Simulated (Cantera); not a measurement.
What does this Cantera script print?

```python
import numpy as np
import cantera as ct

gas = ct.Solution("gri30.yaml")
gas.TPX = 1200, 1000000, {'CH3OH': 1, 'O2': 0.938, 'N2': 6.19, 'H2': 0.084}
reactor = ct.IdealGasConstPressureReactor(gas, energy="on", clone=False)
net = ct.ReactorNet([reactor])
net.rtol, net.atol = 1e-08, 1e-16
show = ['CH3OH', 'O2', 'CH2CO', 'C2H4', 'H2O']
times = np.geomspace(9e-06, 2, 16)

steps = ct.SolutionArray(gas, extra=["t"])
rows = []
print(f"{'t/s':>10s}{'T/K':>9s}{'P/Pa':>11s}" + "".join(f"{s:>11s}" for s in show))
for t in times:
    while net.time < t:
        t_next = net.step()
        steps.append(gas.state, t=t_next)
    rows.append([np.interp(t, steps.t, y) for y in (steps.T, steps.P, *steps(*show).X.T)])
    print(f"{t:10.3e}{rows[-1][0]:9.1f}{rows[-1][1]:11.4g}" + "".join(f"{x:11.3e}" for x in rows[-1][2:]))
rate = np.gradient(steps.T, steps.t)
print("integrator steps:", len(steps.t))
if steps.T.max() > steps.T[0] + 200:
    print(f"time of steepest temperature rise: {steps.t[rate.argmax()]:.4e} s")
gas.TPX = 1200, 1000000, {'CH3OH': 1, 'O2': 0.938, 'N2': 6.19, 'H2': 0.084}
gas.equilibrate("HP")
print(f"equilibrium (HP): T = {gas.T:.1f} K  " + "  ".join(f"{s} {gas[s].X[0]:.3e}" for s in show))
```

Result:

```
       t/s      T/K       P/Pa      CH3OH         O2      CH2CO       C2H4        H2O
 9.000e-06   1200.0      1e+06  1.218e-01  1.142e-01  6.187e-16  1.088e-13  2.388e-07
 2.045e-05   1200.0      1e+06  1.218e-01  1.142e-01  3.204e-15  3.392e-13  5.464e-07
 4.647e-05   1200.0      1e+06  1.218e-01  1.142e-01  1.664e-14  8.656e-13  1.268e-06
 1.056e-04   1200.0      1e+06  1.218e-01  1.142e-01  8.720e-14  2.029e-12  3.166e-06
 2.399e-04   1200.0      1e+06  1.217e-01  1.142e-01  4.737e-13  4.520e-12  1.064e-05
 5.451e-04   1200.1      1e+06  1.216e-01  1.141e-01  3.273e-12  9.567e-12  7.274e-05
 1.239e-03   1218.5      1e+06  1.125e-01  1.093e-01  4.673e-10  4.154e-11  6.009e-03
 2.815e-03   2243.3      1e+06  6.728e-13  1.758e-06  1.124e-13  3.140e-17  1.652e-01
 6.395e-03   2243.3      1e+06  6.730e-13  1.757e-06  1.124e-13  3.142e-17  1.652e-01
 1.453e-02   2243.2      1e+06  6.733e-13  1.756e-06  1.125e-13  3.146e-17  1.652e-01
 3.302e-02   2243.1      1e+06  6.736e-13  1.754e-06  1.127e-13  3.153e-17  1.652e-01
 7.503e-02   2243.1      1e+06  6.739e-13  1.753e-06  1.128e-13  3.156e-17  1.652e-01
 1.705e-01   2243.1      1e+06  6.739e-13  1.753e-06  1.128e-13  3.156e-17  1.652e-01
 3.874e-01   2243.1      1e+06  6.739e-13  1.753e-06  1.128e-13  3.156e-17  1.652e-01
 8.802e-01   2243.1      1e+06  6.739e-13  1.753e-06  1.128e-13  3.156e-17  1.652e-01
 2.000e+00   2243.1      1e+06  6.739e-13  1.753e-06  1.128e-13  3.156e-17  1.652e-01
integrator steps: 2273
time of steepest temperature rise: 1.3421e-03 s
equilibrium (HP): T = 2243.1 K  CH3OH 6.918e-13  O2 1.753e-06  CH2CO 1.251e-13  C2H4 3.499e-17  H2O 1.652e-01
```

Computed with Cantera and GRI-Mech 3.0 (53 species, 325 reactions). GRI-Mech 3.0 was tuned for natural gas; its chemistry of methanol as a main component is partial and can be far from experiment.
